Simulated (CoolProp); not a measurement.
Computed with CoolProp (reference Helmholtz-energy equation of state, Lemmon 2006). It is a short technical equation, of lower accuracy than the large ones.

Task: For C3F8 (R218), give the phase and the viscosity (µPa s), conductivity (mW/(m K)) at 379.2 K and 1.32 MPa.

Result: 
- 379.2 K and 1.32 MPa: gas; viscosity 16.4, conductivity 20.2

Viscosity comes from a separate model (Huber 2003), an estimate that may be off by 10 % or more. Thermal conductivity comes from a separate model (Huber 2003), an estimate that may be off by 10 % or more.
